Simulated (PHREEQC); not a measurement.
1 kg of water holding 0.0049 mol/kgw NaCl, 0.0081 mol/kgw Na2SO4, 0.019 mol/kgw KCl and 0.18 mol/kgw Na2CO3 is evaporated at 25 °C; the solids stay in contact with the brine. No CO2 enters from the air. Solids allowed: Arcanite, Burkeite, Glaserite, Halite, Kalicinite, Mirabilite, Misenite, Nahcolite, Natron, Sylvite, Thenardite, Trona. Others were left out.

All values are PHREEQC results (Pitzer model, pitzer.dat), not measurements.

Task: Predict ionic strength at water left (kg) = 0.2534, 0.1712, 0.1407, 0.0639, 0.04145.

Result: 
| water left (kg) | ionic strength |
|---|---|
| 0.2534 | 2.32 |
| 0.1712 | 3.43 |
| 0.1407 | 4.17 |
| 0.0639 | 9.11 |
| 0.04145 | 9.61 |

Species that the database lacks are ignored.
